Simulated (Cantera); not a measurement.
**MgO + SO2 + H2O (roasting and sulfation)**

A closed system holds: 1 mol MgO, 2.4 mol SO2, 0.56 mol H2O, held at 41000 Pa.

Equilibrium computed with Cantera from the NASA thermochemical tables; the gas is ideal and each condensed phase is pure. Candidate condensed phases: H2O, H2SO4, Mg, MgO, Mg(OH)2, MgS, MgSO4, S; 26 gas species. Gases not in the tables: S3 to S7. Equilibrium is a limit: real reactors are often held back by kinetics, nucleation or transport.

```
T (K)  x SO2  x H2O      x S2     x H2S     x S8     x S2O      x H2  n MgSO4(s)  n MgO(s)
-----  -----  -----  --------  --------  -------  --------  --------  ----------  --------
623    0.593  0.355   0.00313    0.0111   0.0378  0.000636   3.53e-6        1.00         0
698    0.588  0.329    0.0234    0.0284   0.0283   0.00263   2.07e-5        1.00         0
773    0.563  0.292    0.0858    0.0460  0.00646   0.00638   7.67e-5        1.00         0
848    0.808  0.190  0.000826  0.000554   <1e-12  0.000222   3.21e-5      0.0167     0.983
923    0.811  0.189   9.44e-8   4.66e-7   <1e-12   2.35e-7   7.08e-6           0     1.000
998    0.811  0.189   1.22e-9   1.43e-8   <1e-12   8.69e-9   4.59e-6           0      1.00
1073   0.811  0.189   1.48e-9   1.36e-8   <1e-12   9.70e-9   8.48e-6           0      1.00
1148   0.811  0.189   1.67e-9   1.26e-8   <1e-12   1.04e-8   1.43e-5           0      1.00
1223   0.811  0.189   1.81e-9   1.16e-8   <1e-12   1.07e-8   2.27e-5           0      1.00
1298   0.811  0.189   1.93e-9   1.08e-8   <1e-12   1.10e-8   3.40e-5           0      1.00
1373   0.811  0.189   2.20e-9   1.06e-8   <1e-12   1.19e-8   4.98e-5           0      1.00
1448   0.811  0.189   3.05e-9   1.23e-8   <1e-12   1.49e-8   7.39e-5           0      1.00
1523   0.811  0.189   5.61e-9   1.78e-8   <1e-12   2.32e-8  0.000114           0      1.00
```
x: gas mole fraction; n: condensed amount in mol.

From 623 K to 773 K the condensed part is MgSO4(s). At 848 K the condensed part is MgO(s) + MgSO4(s). From 923 K to 1523 K the condensed part is MgO(s).
